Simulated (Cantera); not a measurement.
An isothermal, constant-pressure homogeneous reactor starts with 14.6 % N2O, 77.5 % N2, 7.89 % H2O, at 1225 K and 20.0 Torr.

Cantera simulation using GRI-Mech 3.0 (53 species, 325 reactions); the numbers are that mechanism's predictions, not measurements. GRI-Mech 3.0 was tuned for natural gas; its chemistry of N2O as a main component is partial and can be far from experiment. Radical loss at walls, strong at low pressure, is not modelled. The mechanism lacks the step 2 NO + O2 → 2 NO2, which can matter for NO2 below about 1400 K. The temperature is held fixed by assumption; the heat of reaction is taken as removed at once.

### Question
Predict: x(N2O) at 10.0 s; x(O) at 10.0 s; x(NO2) at 10.0 s; x(NO) at 10.0 s; x(N2) at 10.0 s; x(O2) at 10.0 s.

### Answer
- x(N2O) at 10.0 s: 0.0994 (gas-phase equilibrium 1.66e-9)
- x(O) at 10.0 s: 2.57e-6 (gas-phase equilibrium 6.77e-8)
- x(NO2) at 10.0 s: 6.93e-5 (gas-phase equilibrium 1.96e-7)
- x(NO) at 10.0 s: 0.00351 (gas-phase equilibrium 0.000141)
- x(N2) at 10.0 s: 0.800 (gas-phase equilibrium 0.858)
- x(O2) at 10.0 s: 0.0200 (gas-phase equilibrium 0.0680)
